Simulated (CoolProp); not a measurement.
Dimethyl ether along the isotherm 299.3 K: density (kg/m³) from the reference equation and from simpler models built on Tc = 400.4 K, pc = 5.337 MPa, ω = 0.196; each cubic takes its own stable root.

Computed with CoolProp (reference Helmholtz-energy equation of state, Wu 2011).

```json
[
 {"p (MPa)": "1.67", "phase": "liquid", "reference": "661.8", "Redlich-Kwong": "581.8", "Peng-Robinson": "680.8"},
 {"p (MPa)": "3.34", "phase": "liquid", "reference": "665.1", "Redlich-Kwong": "587.7", "Peng-Robinson": "685.6"},
 {"p (MPa)": "5", "phase": "liquid", "reference": "668.3", "Redlich-Kwong": "593.2", "Peng-Robinson": "690.1"},
 {"p (MPa)": "6.67", "phase": "liquid", "reference": "671.4", "Redlich-Kwong": "598.3", "Peng-Robinson": "694.3"},
 {"p (MPa)": "8.34", "phase": "liquid", "reference": "674.3", "Redlich-Kwong": "603.1", "Peng-Robinson": "698.3"},
 {"p (MPa)": "10", "phase": "liquid", "reference": "677.2", "Redlich-Kwong": "607.6", "Peng-Robinson": "702.1"},
 {"p (MPa)": "11.7", "phase": "liquid", "reference": "680.0", "Redlich-Kwong": "611.9", "Peng-Robinson": "705.8"},
 {"p (MPa)": "13.3", "phase": "liquid", "reference": "682.5", "Redlich-Kwong": "615.7", "Peng-Robinson": "709.1"}
]
```
